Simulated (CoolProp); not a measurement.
Saturation properties of R236EA (Tc = 412.4 K, pc = 3.414 MPa, ω = 0.368).

Computed with CoolProp (reference Helmholtz-energy equation of state, Rui 2013).

```
T (K)     p (MPa)  liquid density (kg/m³)  liquid viscosity (µPa s)  vapour viscosity (µPa s)
-----  ----------  ----------------------  ------------------------  ------------------------
275.2     0.08540                    1497                       536                      10.0
283.3      0.1188              (withheld)                       473                (withheld)
291.3  (withheld)                    1448                       421                      10.6
299.3      0.2143                    1423                       377                      10.9
307.3      0.2802                    1397                       338                      11.2
315.3      0.3606              (withheld)                       304                      11.4
323.3      0.4575                    1342                       274                      11.7
331.4      0.5746                    1312                       247                      12.0
339.4      0.7113                    1281                       223                (withheld)
347.4      0.8713                    1248                       201                      12.7
355.4       1.057                    1213                       181                      13.1
363.4       1.271                    1176                       162                      13.6
371.4       1.517                    1135                       144                      14.2
```

**Question.** Fill in the missing entries.

**Answer.** 
- 283.3, liquid density (kg/m³): 1473
- 283.3, vapour viscosity (µPa s): 10.3
- 291.3, p (MPa): 0.1611
- 315.3, liquid density (kg/m³): 1370
- 339.4, vapour viscosity (µPa s): 12.4

It boils at 279.3 K under 1 atm.

Viscosity comes from a separate model (Huber 2003), an estimate that may be off by 10 % or more.
